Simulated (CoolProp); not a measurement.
A single-stage vapour-compression cycle with the fluid: evaporating at 216.15 K (dew point), condensing at 261.15 K (bubble point), superheat 8 K, subcooling 5 K, compressor efficiency 0.85, no pressure losses. The same conditions are run with several fluids, on thermodynamics alone (safety and materials aside).

Computed with CoolProp (reference Helmholtz-energy equation of state of each fluid (C2F6 (R116): Lemmon 2006; dimethyl ether: Wu 2011; C3F8 (R218): Lemmon 2006; R143a: Lemmon and Jacobsen 2000; ethane: Bücker 2006; R227EA: Lemmon 2016)).

```csv
fluid,cooling COP,pressure ratio,discharge temperature (K),refrigerating effect (kJ/kg),volumetric capacity (kJ/m³)
C2F6 (R116),3.01,4.77,271.5,69.3,1550
dimethyl ether,3.55,8.79,___,422,205
C3F8 (R218),3.29,7.50,263.5,___,297
R143a,3.48,6.72,293.4,185,537
ethane,3.24,4.15,302.9,343,2560
R227EA,3.47,10.5,272.1,___,120
```

Q: Fill in the missing entries.

A: 
- dimethyl ether, discharge temperature (K): 314.6
- C3F8 (R218), refrigerating effect (kJ/kg): 78.5
- R227EA, refrigerating effect (kJ/kg): 112
